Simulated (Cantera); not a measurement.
Source: NASA polynomial tables (part measured, part estimated), evaluated in Cantera. Values are per mole of reaction as written; species without (g) are pure solids or liquids, kept so even where they would boil at 1 bar.

Problem. Between 300 and 463 K, where is each reaction favourable under standard conditions?
- 4 TiCl₃ → 3 TiCl₄ + Ti

Solution. 
- 4 TiCl₃ → 3 TiCl₄ + Ti: ΔG° is 406 kJ at 300 K and 366 kJ at 463 K; it stays positive (K < 1). ΔH° is 486 kJ and ΔS° 260 J/K at 463 K.
